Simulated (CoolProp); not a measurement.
Vapour-liquid equilibrium of carbon dioxide (1) + isopentane (2) at -4.05 °C; x and y are mole fractions of (1).

The numbers come from the multi-fluid Helmholtz-energy mixture model, Span 1996 and Lemmon 2006; pair parameters Kunz 2012 in CoolProp.

| x | bubble pressure (kPa) | y at the bubble point | dew pressure at overall composition x (kPa) | liquid density (mol/L) |
|---|---|---|---|---|
| 0.05 | 251.3 | 0.882 | 30.44 | 9.142 |
| 0.15 | 686.5 | 0.955 | 34.07 | 9.652 |
| 0.25 | 1073 | 0.971 | 38.65 | 10.26 |
| 0.35 | 1392 | 0.977 | 44.65 | 10.99 |
| 0.45 | 1648 | 0.981 | 52.82 | 11.86 |
| 0.55 | 1864 | 0.983 | 64.63 | 12.91 |
| 0.65 | 2067 | 0.986 | 83.23 | 14.18 |
| 0.75 | 2291 | 0.988 | 116.8 | 15.74 |
| 0.85 | 2565 | 0.992 | 196.1 | 17.68 |
| 0.95 | 2915 | 0.997 | 610.2 | 20.13 |

No azeotrope shows between x = 0.05 and 0.95.

Pair parameters are fitted to limited data, so mixtures are less certain than the pure fluids. The gap from Raoult's law changes sign with composition, which may be real or a fault of the pair parameters; it wasn't checked against measurements.
